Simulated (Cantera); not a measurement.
Input (Python, Cantera):

```python
import numpy as np
import cantera as ct

gas = ct.Solution("gri30.yaml")
gas.TPX = 600, 100000, {'CH4': 1, 'CO': 0.27, 'O2': 2.13, 'N2': 8.03}
flame = ct.FreeFlame(gas, width=0.04)
flame.set_refine_criteria(ratio=3, slope=0.08, curve=0.16)
flame.transport_model = "mixture-averaged"
flame.solve(loglevel=0, auto=True)
z, T = flame.grid, flame.T
thick = (T[-1] - T[0]) / np.gradient(T, z).max()
show = ['CH4', 'CO', 'O2', 'CH2', 'C2H', 'HCN']
print(f"laminar burning velocity  {flame.velocity[0] * 100:.3f} cm/s")
print(f"burnt temperature         {T[-1]:.1f} K")
print(f"thermal thickness         {thick * 1e3:.4f} mm")
print(f"grid points               {len(z)}")
z0 = z[flame.heat_release_rate.argmax()]
print(f"{'z/mm':>9s}{'T/K':>9s}{'u/(m/s)':>9s}" + "".join(f"{s:>11s}" for s in show))
rows = []
for k in (-3, -2, -1.5, -1, -0.5, -0.25, 0, 0.25, 0.5, 1, 2, 4, 8):
    zz = z0 + k * thick
    rows.append([k * thick, np.interp(zz, z, T), np.interp(zz, z, flame.velocity),
                 *(np.interp(zz, z, flame.X[gas.species_index(s)]) for s in show)])
    print(f"{rows[-1][0] * 1e3:9.3f}{rows[-1][1]:9.1f}{rows[-1][2]:9.3f}" + "".join(f"{x:11.3e}" for x in rows[-1][3:]))
```

Output:

```
laminar burning velocity  139.046 cm/s
burnt temperature         2385.0 K
thermal thickness         0.3231 mm
grid points               150
     z/mm      T/K  u/(m/s)        CH4         CO         O2        CH2        C2H        HCN
   -0.969    600.1    1.392  8.742e-02  2.361e-02  1.862e-01  2.124e-18  6.322e-26  1.086e-11
   -0.646    600.9    1.395  8.722e-02  2.358e-02  1.859e-01  2.078e-15  9.262e-23  1.874e-10
   -0.485    605.6    1.409  8.670e-02  2.361e-02  1.853e-01  7.623e-13  5.713e-20  1.792e-09
   -0.323    643.1    1.504  8.395e-02  2.424e-02  1.822e-01  4.238e-10  7.528e-17  2.294e-08
   -0.162    970.9    2.302  6.334e-02  3.332e-02  1.565e-01  3.666e-07  8.324e-12  4.329e-07
   -0.081   1372.9    3.288  3.603e-02  4.853e-02  1.182e-01  1.112e-05  4.212e-09  1.345e-06
    0.000   1764.4    4.258  9.019e-03  6.443e-02  7.055e-02  5.916e-05  1.976e-07  3.014e-06
    0.081   1929.8    4.656  7.309e-04  6.221e-02  4.154e-02  1.726e-05  1.449e-07  2.710e-06
    0.162   1976.6    4.749  3.086e-05  5.228e-02  3.084e-02  9.692e-07  7.598e-09  1.107e-06
    0.323   2028.3    4.841  7.529e-08  4.108e-02  2.491e-02  2.825e-09  9.837e-12  1.363e-07
    0.646   2094.4    4.971  1.010e-11  3.489e-02  2.167e-02  5.001e-13  6.674e-16  3.771e-09
    1.292   2174.2    5.134  2.913e-16  3.140e-02  1.880e-02  4.453e-16  5.034e-22  1.412e-11
    2.585   2254.8    5.295  1.484e-16  2.743e-02  1.571e-02  2.789e-16  2.288e-22  8.110e-12
```

Model: GRI-Mech 3.0 (53 species, 325 reactions), integrated in Cantera. Burning velocities carry a grid error of a few per cent, more on coarse grids.
